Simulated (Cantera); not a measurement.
Mixture: CH4 : O2 : N2 = 1 : 2.47 : 9.28 (molar parts), equivalence ratio 0.81, at 1.00 bar, adiabatic and at constant volume. Ignition delay is the time to a rise of 400 K.

Computed with Cantera and GRI-Mech 3.0 (53 species, 325 reactions).

| quantity | before | after |
|---|---|---|
| delay at 1125 K | 0.121 s | 65.6 ms |
| delay at 1275 K | 13.9 ms | 8.16 ms |
| delay at 1425 K | 2.25 ms | 1.37 ms |
| delay at 1575 K | 0.520 ms | 0.311 ms |
| apparent activation energy between 1500 and 1650 K | 180 kJ/mol | 180 kJ/mol |

Problem. Name the change that produced these shifts.
(A) O2 2.47 to 1.6 parts
(B) pressure from 1.00 bar to 1.90 bar
(C) pressure from 1.00 bar to 5.00 bar
(D) pressure from 1.00 bar to 5.40 bar

Solution. B, pressure from 1.00 bar to 1.90 bar
